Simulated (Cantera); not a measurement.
Input (Python, Cantera):

```python
import numpy as np
import cantera as ct

gas = ct.Solution("gri30.yaml", transport_model="multicomponent")
show = ['NO', 'O', 'H2O']

rows = []
print(f"{'T/K':>7s}{'rho':>11s}{'cp':>10s}{'mu':>11s}{'lambda':>11s}{'Pr':>7s}" + "".join(f"{'D_' + s:>11s}" for s in show))
for T in [400, 600, 800, 1000, 1200, 1400, 1600, 1800, 2000]:
    gas.TPX = T, 190000, {'CO2': 0.67, 'NO': 0.33}
    Pr = gas.cp_mass * gas.viscosity / gas.thermal_conductivity
    D = [gas.mix_diff_coeffs_mole[gas.species_index(s)] for s in show]
    rows.append([gas.density, gas.cp_mass, gas.viscosity, gas.thermal_conductivity, Pr, *D])
    print(f"{T:7g}{gas.density:11.4e}{gas.cp_mass:10.1f}{gas.viscosity:11.4e}"
          f"{gas.thermal_conductivity:11.4e}{Pr:7.3f}" + "".join(f"{d:11.4e}" for d in D))
print("SI units: kg/m3, J/kg/K, Pa s, W/m/K, m2/s")
```

It prints:

```
    T/K        rho        cp         mu     lambda     Pr       D_NO        D_O      D_H2O
    400 2.2502e+00     953.2 2.0684e-05 2.7472e-02  0.718 1.3917e-05 2.4232e-05 1.6740e-05
    600 1.5001e+00    1067.2 2.8683e-05 4.2286e-02  0.724 2.8415e-05 4.8919e-05 3.6608e-05
    800 1.1251e+00    1149.4 3.5535e-05 5.6260e-02  0.726 4.6566e-05 7.9741e-05 6.2456e-05
   1000 9.0008e-01    1208.8 4.1643e-05 6.9266e-02  0.727 6.7970e-05 1.1606e-04 9.3469e-05
   1200 7.5007e-01    1249.2 4.7225e-05 8.1171e-02  0.727 9.2360e-05 1.5744e-04 1.2911e-04
   1400 6.4292e-01    1280.1 5.2413e-05 9.2346e-02  0.727 1.1954e-04 2.0356e-04 1.6898e-04
   1600 5.6255e-01    1303.4 5.7296e-05 1.0285e-01  0.726 1.4937e-04 2.5418e-04 2.1281e-04
   1800 5.0005e-01    1321.0 6.1935e-05 1.1275e-01  0.726 1.8172e-04 3.0910e-04 2.6039e-04
   2000 4.5004e-01    1334.4 6.6373e-05 1.2214e-01  0.725 2.1649e-04 3.6814e-04 3.1155e-04
SI units: kg/m3, J/kg/K, Pa s, W/m/K, m2/s
```

Model: GRI-Mech 3.0 (53 species, 325 reactions), integrated in Cantera. The composition is frozen, though it would react at the higher temperatures.
